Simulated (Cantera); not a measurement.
Gas mixture: C₃H₈ = 0.25 (molar parts), at 5.60 bar, frozen composition.

Cantera's kinetic-theory transport with the Lennard-Jones parameters of GRI-Mech 3.0, ideal gas; thermal conductivity in the mixture-averaged form.

D: mixture-averaged diffusion coefficient of that species in the mixture.

```json
[
 {"T (K)": "400", "ρ (kg/m³)": "7.43", "cp (J/kg/K)": "2134", "μ (µPa s)": "10.9", "λ (mW/m/K)": "30.7", "Pr": "0.756", "D (cm²/s) CO₂": "0.0255", "D (cm²/s) O": "0.0539", "D (cm²/s) CH₄": "0.0387"},
 {"T (K)": "500", "ρ (kg/m³)": "5.94", "cp (J/kg/K)": "2549", "μ (µPa s)": "13.3", "λ (mW/m/K)": "44.9", "Pr": "0.754", "D (cm²/s) CO₂": "0.0387", "D (cm²/s) O": "0.0800", "D (cm²/s) CH₄": "0.0580"},
 {"T (K)": "600", "ρ (kg/m³)": "4.95", "cp (J/kg/K)": "2917", "μ (µPa s)": "15.5", "λ (mW/m/K)": "59.8", "Pr": "0.755", "D (cm²/s) CO₂": "0.0540", "D (cm²/s) O": "0.110", "D (cm²/s) CH₄": "0.0803"},
 {"T (K)": "700", "ρ (kg/m³)": "4.24", "cp (J/kg/K)": "3237", "μ (µPa s)": "17.5", "λ (mW/m/K)": "75.0", "Pr": "0.757", "D (cm²/s) CO₂": "0.0713", "D (cm²/s) O": "0.143", "D (cm²/s) CH₄": "0.105"},
 {"T (K)": "800", "ρ (kg/m³)": "3.71", "cp (J/kg/K)": "3512", "μ (µPa s)": "___", "λ (mW/m/K)": "___", "Pr": "0.757", "D (cm²/s) CO₂": "___", "D (cm²/s) O": "___", "D (cm²/s) CH₄": "___"},
 {"T (K)": "900", "ρ (kg/m³)": "3.30", "cp (J/kg/K)": "3749", "μ (µPa s)": "___", "λ (mW/m/K)": "___", "Pr": "0.758", "D (cm²/s) CO₂": "___", "D (cm²/s) O": "___", "D (cm²/s) CH₄": "___"}
]
```

### Question
What belongs in the gaps?

### Answer

- 800, μ (µPa s): 19.4
- 800, λ (mW/m/K): 90.1
- 800, D (cm²/s) CO₂: 0.0903
- 800, D (cm²/s) O: 0.180
- 800, D (cm²/s) CH₄: 0.133
- 900, μ (µPa s): 21.2
- 900, λ (mW/m/K): 105
- 900, D (cm²/s) CO₂: 0.111
- 900, D (cm²/s) O: 0.219
- 900, D (cm²/s) CH₄: 0.162
